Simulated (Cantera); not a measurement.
Input: 1 mol HF, 0.23 mol H2O, equilibrated at 75.0 Torr.

Cantera equilibrium calculation (NASA polynomials, part measured and part estimated; ideal gas, pure solids and liquids). Candidate condensed phases: H2O; 22 gas species. Equilibrium is a limit: real reactors are often held back by kinetics, nucleation or transport.

log p: log10 of the partial pressure in bar; nothing condenses.

```json
[
 {"T (°C)": "427", "log p HF": "-1.09", "log p H2O": "-1.73", "log p H2": "[?]", "log p OH": "<-13"},
 {"T (°C)": "577", "log p HF": "-1.09", "log p H2O": "-1.73", "log p H2": "[?]", "log p OH": "-11.03"},
 {"T (°C)": "727", "log p HF": "-1.09", "log p H2O": "-1.73", "log p H2": "[?]", "log p OH": "-9.15"},
 {"T (°C)": "877", "log p HF": "-1.09", "log p H2O": "-1.73", "log p H2": "[?]", "log p OH": "-7.76"},
 {"T (°C)": "1027", "log p HF": "-1.09", "log p H2O": "-1.73", "log p H2": "[?]", "log p OH": "-6.69"},
 {"T (°C)": "1177", "log p HF": "-1.09", "log p H2O": "-1.73", "log p H2": "[?]", "log p OH": "-5.85"},
 {"T (°C)": "1327", "log p HF": "-1.09", "log p H2O": "-1.73", "log p H2": "[?]", "log p OH": "-5.16"},
 {"T (°C)": "1477", "log p HF": "-1.09", "log p H2O": "-1.73", "log p H2": "[?]", "log p OH": "-4.59"},
 {"T (°C)": "1627", "log p HF": "-1.09", "log p H2O": "-1.74", "log p H2": "[?]", "log p OH": "-4.11"},
 {"T (°C)": "1777", "log p HF": "-1.09", "log p H2O": "-1.74", "log p H2": "[?]", "log p OH": "-3.71"},
 {"T (°C)": "1927", "log p HF": "-1.09", "log p H2O": "-1.76", "log p H2": "[?]", "log p OH": "-3.36"}
]
```

Question: Fill in the missing entries.

Answer: 
- 427, log p H2: -11.44
- 577, log p H2: -9.28
- 727, log p H2: -7.75
- 877, log p H2: -6.62
- 1027, log p H2: -5.75
- 1177, log p H2: -5.06
- 1327, log p H2: -4.49
- 1477, log p H2: -4.02
- 1627, log p H2: -3.62
- 1777, log p H2: -3.29
- 1927, log p H2: -3.01
